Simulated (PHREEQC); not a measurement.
Dissolve 0.0061 mol/kgw Ca(OH)2 at 25 °C. Closed to the air; pH follows from the charge balance.

All values are PHREEQC results (ion-association model, phreeqc.dat), not measurements.

Task: The ionic strength comes out as 0.0170 mol/kgw. What activity coefficients do Ca+2, OH-, CaOH+ get?

Result: Ca+2 0.61, OH- 0.87, CaOH+ 0.88.

Precipitation was switched off in this run.
